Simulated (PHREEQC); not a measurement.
Make-up at 25 °C: 0.003 mol ZnCl2 and 0.00014 mol Na2SO4 per kg of water. Closed to the air; pH follows from the charge balance.

The numbers come from PHREEQC with the ion-association model, phreeqc.dat.

| quantity | before | after |
|---|---|---|
| pH | 5.80 | 3.90 |
| SO4-2 (mol/kgw) | 0.000106 | 0.000106 |
| HSO4- (mol/kgw) | 1.23e-8 | 9.78e-7 |

Question: What was changed between the two runs?
A. diluted 2-fold with water
B. Na2SO4 replaced by KHSO4 at the same molality
C. ZnCl2 from 0.003 to 0.03 mol/kgw
D. Na2SO4 from 0.00014 to 2.8e-05 mol/kgw
E. ZnCl2 from 0.003 to 0.0015 mol/kgw

Answer: B, Na2SO4 replaced by KHSO4 at the same molality

This is a speciation only: nothing precipitates in the calculation.
